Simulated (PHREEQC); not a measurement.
## Spent oxide etchant

Make-up at 25 °C: 0.022 mol NH4HF2, 0.0066 mol (NH4)2SiF6 and 0.00042 mol HCl per kg of water. Closed to the air; pH follows from the charge balance.

Computed with PHREEQC (ion-association model, phreeqc.dat).

This is a speciation only: nothing precipitates in the calculation.

Q: What pH does the model give?

A: pH 3.11.

Q: In which forms is F present?

A: SiF6-2 47 %, F- 25 %, HF 24 %, HF2- 3.8 % of the F.

Species that the database lacks are ignored. SiF6-2 is the database's only silicon fluoride.
